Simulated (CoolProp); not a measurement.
Dimethyl ether along the isobar 112 bar: fugacity coefficient from the reference equation and from simpler models built on Tc = 127.2 °C, pc = 53.37 bar, ω = 0.196; each cubic takes its own stable root.

Values from CoolProp's reference Helmholtz-energy equation of state, Wu 2011.

```tsv
T (°C)	phase	reference	van der Waals	Redlich-Kwong	Soave-Redlich-Kwong	Peng-Robinson
19.15	liquid	(withheld)	0.1547	0.07356	0.05662	0.05395
34.05	liquid	0.07934	0.1873	0.1033	0.08347	0.07925
48.95	liquid	0.1111	0.2224	0.1389	0.1173	0.1111
63.85	liquid	(withheld)	0.2595	0.1798	0.1582	(withheld)
78.75	liquid	0.1938	0.2982	0.2254	0.2058	0.1945
93.65	liquid	0.2438	0.3381	(withheld)	0.2591	0.2448
108.65	liquid	0.2988	0.3789	0.3271	0.3175	0.3000
123.55	liquid	0.3568	0.4197	0.3804	0.3784	0.3577
138.45	supercritical	0.4163	(withheld)	(withheld)	0.4402	0.4163
153.35	supercritical	0.4753	(withheld)	0.4857	0.5004	0.4735
168.25	supercritical	0.5312	0.5384	0.5346	0.5567	0.5269
183.15	supercritical	0.5814	0.5750	0.5794	(withheld)	0.5749
198.15	supercritical	0.6250	0.6094	0.6195	0.6515	0.6176
```

Problem. Fill in the missing entries.

Solution. 
- 19.15, reference: 0.05408
- 63.85, reference: 0.1493
- 63.85, Peng-Robinson: 0.1496
- 93.65, Redlich-Kwong: 0.2747
- 138.45, van der Waals: 0.4602
- 138.45, Redlich-Kwong: 0.4338
- 153.35, van der Waals: 0.5000
- 183.15, Soave-Redlich-Kwong: 0.6071
